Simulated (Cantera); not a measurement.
Input: 1 mol Si₃N₄, 1.7 mol CO₂, 70 mol H₂, held at 1 atm.

Points: T (K) = 1050, 1200, 1350, 1500, 1650, 1800, 1950.

Cantera's Mixture.equilibrate('TP', solver="vcs", rtol=1e-11, max_steps=5000) on the NASA tables stopped like this:

```
T = 1050 K  P = 101325 Pa  gas = 69.44 mol
   x: H2 9.592e-01  CH4 2.436e-02  N2 1.624e-02  CO 1.200e-04  NH3 5.146e-05  H2O 4.639e-05
   condensed (mol): SiO2(hqz) 1.259  Si2N2O(s) 0.8705
T = 1200 K  P = 101325 Pa  gas = 70.23 mol
   x: H2 9.667e-01  N2 1.501e-02  CH4 1.496e-02  CO 3.237e-03  H2O 8.228e-05  NH3 2.256e-05  HCN 8.978e-06  C2H4 1.185e-06
   condensed (mol): C(gr) 0.4213  SiO2(hqz) 1.111  Si2N2O(s) 0.9444
ERROR: FAILURE its = 5001!

*******************************************************************************
CanteraError thrown by MultiPhase::equilibrate:
VCS solver failed. Return code: -1
*******************************************************************************
```

**Question.** What got this run through?

**Answer.** This is not unique; one that fits is The failure is numerical, not chemical. The same input converged with solver="gibbs", rtol=1e-10, max_steps=50000, and the result passed a check of the equilibrium conditions:
```
T = 1050 K  P = 101325 Pa  gas = 69.44 mol
   x: H2 9.592e-01  CH4 2.436e-02  N2 1.624e-02  CO 1.200e-04  NH3 5.146e-05  H2O 4.639e-05
   condensed (mol): SiO2(hqz) 1.259  Si2N2O(s) 0.8705
T = 1200 K  P = 101325 Pa  gas = 70.23 mol
   x: H2 9.667e-01  N2 1.501e-02  CH4 1.496e-02  CO 3.237e-03  H2O 8.228e-05  NH3 2.256e-05  HCN 8.978e-06  C2H4 1.185e-06
   condensed (mol): C(gr) 0.4213  SiO2(hqz) 1.111  Si2N2O(s) 0.9444
T = 1350 K  P = 101325 Pa  gas = 71.65 mol
   x: H2 9.666e-01  CO 1.858e-02  N2 9.568e-03  CH4 5.114e-03  H2O 1.112e-04  HCN 2.936e-05  NH3 9.636e-06  H 2.328e-06  C2H4 1.557e-06  CO2 1.088e-06  C2H2,acetylene 1.051e-06
   condensed (mol): SiO2(hqz) 0.3739  Si2N2O(s) 1.313
T = 1500 K  P = 101325 Pa  gas = 72.19 mol
   x: H2 9.683e-01  CO 2.289e-02  N2 8.006e-03  CH4 6.283e-04  H2O 1.499e-04  HCN 2.396e-05  H 1.721e-05  SiO 1.093e-05  NH3 5.350e-06  CO2 1.370e-06
   condensed (mol): SiO2(hqz) 0.1573  Si2N2O(s) 1.421
T = 1650 K  P = 101325 Pa  gas = 72.29 mol
   x: H2 9.678e-01  CO 2.340e-02  N2 7.938e-03  SiO 4.194e-04  H2O 1.991e-04  CH4 9.353e-05  H 8.879e-05  HCN 1.796e-05  NH3 3.530e-06  CO2 1.499e-06
   condensed (mol): SiO2(hqz) 0.119  Si2N2O(s) 1.425
T = 1800 K  P = 101325 Pa  gas = 72.79 mol
   x: H2 9.612e-01  CO 2.328e-02  N2 9.553e-03  SiO 5.403e-03  H 3.487e-04  H2O 1.194e-04  CH4 3.901e-05  HCN 3.186e-05  NH3 2.724e-06  SiH2 1.568e-06  HNC 1.209e-06
   condensed (mol): Si2N2O(s) 1.303
T = 1950 K  P = 101325 Pa  gas = 74.42 mol
   x: H2 9.398e-01  SiO 2.140e-02  N2 1.998e-02  CO 1.744e-02  H 1.104e-03  HCN 1.356e-04  SiH2 4.117e-05  CH4 3.575e-05  H2O 2.909e-05  Si 1.298e-05  SiH 9.692e-06  HNC 7.019e-06  C2H2,acetylene 3.462e-06  NH3 2.857e-06
   condensed (mol): SiC(b) 0.388  Si2N2O(s) 0.5073
```

The gas is ideal and each condensed phase is pure. Mutual solubility and eutectic melting of coexisting phases are not modelled. The tables hold silica as quartz up to 1696 K and as liquid above; real silica turns to tridymite and cristobalite and melts near 1996 K. Gases not in the tables: Si2H6 and higher silanes.
